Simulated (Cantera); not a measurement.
AlCl₃ + H₂O + N₂ + N₂O (aluminium nitride and oxide growth)

A closed system holds: 1 mol AlCl₃, 1.1 mol H₂O, 2.5 mol N₂, 11 mol N₂O, held at 1.20 mbar.

Equilibrium computed with Cantera from the NASA thermochemical tables; the gas is ideal and each condensed phase is pure. Candidate condensed phases: Al, AlCl₃, AlN, Al₂O₃, H₂O, NH₄Cl; 45 gas species. Condensed phases not in the tables: AlOCl. Rates play no part.

From 675 K to 2075 K the condensed part is Al₂O₃(s).

| T (K) | x N₂ | x O₂ | x HCl | x Cl | x Cl₂ | x H₂O | x O | n Al₂O₃(s) |
|---|---|---|---|---|---|---|---|---|
| 675 | 0.637 | 0.240 | 0.0653 | 1.70e-6 | 0.0381 | 0.0193 | <1e-12 | 0.500 |
| 875 | 0.633 | 0.246 | 0.0919 | 0.000207 | 0.0242 | 0.00558 | 2.94e-11 | 0.500 |
| 1075 | 0.630 | 0.246 | 0.0989 | 0.00432 | 0.0184 | 0.00188 | 1.88e-8 | 0.500 |
| 1275 | 0.623 | 0.244 | 0.0984 | 0.0249 | 0.00761 | 0.00158 | 1.59e-6 | 0.500 |
| 1475 | 0.618 | 0.240 | 0.0910 | 0.0445 | 0.000978 | 0.00485 | 4.06e-5 | 0.500 |
| 1675 | 0.614 | 0.234 | 0.0761 | 0.0604 | 0.000155 | 0.0118 | 0.000477 | 0.500 |
| 1875 | 0.609 | 0.225 | 0.0589 | 0.0768 | 3.60e-5 | 0.0189 | 0.00330 | 0.500 |
| 2075 | 0.599 | 0.210 | 0.0427 | 0.0914 | 1.06e-5 | 0.0224 | 0.0154 | 0.499 |
x: gas mole fraction; n: condensed amount in mol.
